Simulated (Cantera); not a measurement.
**Hydrocarbon pyrolysis for carbon deposition**

An isothermal, constant-pressure homogeneous reactor starts with 5.73 % C2H6, 91.7 % N2, 2.58 % H2O, at 1050 K and 20.0 Torr.

Model: GRI-Mech 3.0 (53 species, 325 reactions), integrated in Cantera. GRI-Mech 3.0 stops at C3 and has no aromatics, soot or wall deposition, so with more carbon than oxygen in the feed, carbon stays in small species such as C2H2 where larger ones or solid carbon would form. Radical loss at walls, strong at low pressure, is not modelled.

```csv
t (s),x C2H6,x CH2,x C2H,x HCN,x CH4,x H2,x C2H4
1.00e-6,0.0573,<1e-12,<1e-12,<1e-12,<1e-12,<1e-12,<1e-12
4.44e-6,0.0573,<1e-12,<1e-12,<1e-12,<1e-12,<1e-12,<1e-12
1.97e-5,0.0573,<1e-12,<1e-12,<1e-12,5.52e-12,<1e-12,<1e-12
8.77e-5,0.0573,<1e-12,<1e-12,<1e-12,1.09e-10,2.68e-12,3.82e-12
0.000390,0.0573,<1e-12,<1e-12,<1e-12,2.11e-9,2.58e-10,3.20e-10
0.00173,0.0573,<1e-12,<1e-12,<1e-12,3.94e-8,2.52e-8,2.66e-8
0.00770,0.0573,<1e-12,<1e-12,<1e-12,6.14e-7,1.91e-6,1.93e-6
0.0342,0.0572,3.47e-12,<1e-12,<1e-12,6.32e-6,8.37e-5,8.45e-5
0.152,0.0558,2.37e-11,<1e-12,<1e-12,7.86e-5,0.00130,0.00133
0.675,0.0485,2.49e-11,<1e-12,<1e-12,0.000537,0.00786,0.00798
3.00,0.0231,1.87e-11,<1e-12,<1e-12,0.00250,0.0308,0.0300
```
x: mole fraction; the columns are a selection and need not sum to one.

Equilibrium at this temperature and pressure: C2H6 5.95e-6, CH2 <1e-12, C2H <1e-12, HCN 0.0213, CH4 0.0411, H2 0.0762, C2H4 0.00248 (gas phase only).
